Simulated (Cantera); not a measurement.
Feed: 1 mol SiH2Cl2, 1.8 mol N2, held at 552 °C and 7.50 Torr.

Method: chemical equilibrium by Gibbs-energy minimisation in Cantera with the NASA 1993 tables (ideal gas, pure condensed phases). Candidate condensed phases: NH4Cl, Si, Si3N4; 28 gas species. N2 is the only nitrogen source here; it is nearly inert below about 1500 K, so the nitride shown seldom forms there in practice. Rates play no part.

Base state: N2 0.430, HCl 0.312, H2 0.173, SiCl4 0.0862, SiHCl3 5.91e-5 (mole fractions); condensed: Si3N4(s).

**Question.** What changes in the equilibrium state with this change: SiH2Cl2 replaced by SiCl4?

**Answer.** 
| species | before | after |
|---|---|---|
| N2 | 0.430 | 0.643 |
| SiCl4 | 0.0862 | 0.357 |
| HCl | 0.312 | 0 |
| H2 | 0.173 | 0 |
| SiHCl3 | 5.91e-5 | 0 |
| Si3N4(s), mol | 0.246 | 0 |

**Question.** What changes in the equilibrium state with this change: SiH2Cl2 replaced by SiF4?

**Answer.** 
| species | before | after |
|---|---|---|
| N2 | 0.430 | 0.643 |
| SiF4 | 0 | 0.357 |
| HCl | 0.312 | 0 |
| H2 | 0.173 | 0 |
| SiCl4 | 0.0862 | 0 |
| SiHCl3 | 5.91e-5 | 0 |
| Si3N4(s), mol | 0.246 | 0 |

**Question.** What changes in the equilibrium state with this change: N2 from 1.8 to 12 mol?

**Answer.** 
```csv
species,before,after
N2,0.430,0.864
HCl,0.312,0.0923
H2,0.173,0.0292
SiCl4,0.0862,0.0146
SiHCl3,5.91e-5,5.71e-6
"Si3N4(s), mol",0.246,0.269
```
